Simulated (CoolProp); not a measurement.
Vapour-liquid equilibrium of propylene (1) + R22 (2) at 185.4 K; x and y are mole fractions of (1).

Values from CoolProp's multi-fluid Helmholtz-energy mixture model, Lemmon 2013 and Kamei 1995; pair parameters Bell 2016.

Give the bubble pressure and the first vapour's composition at x = 0.05, 0.65, 0.8. Is there an azeotrope?

x = 0.05: 0.06364 bar, y = 0.137; x = 0.65: 0.09777 bar, y = 0.735; x = 0.8: 0.1012 bar, y = 0.834. No azeotrope shows between x = 0.05 and 0.95.

Pair parameters are fitted to limited data, so mixtures are less certain than the pure fluids.
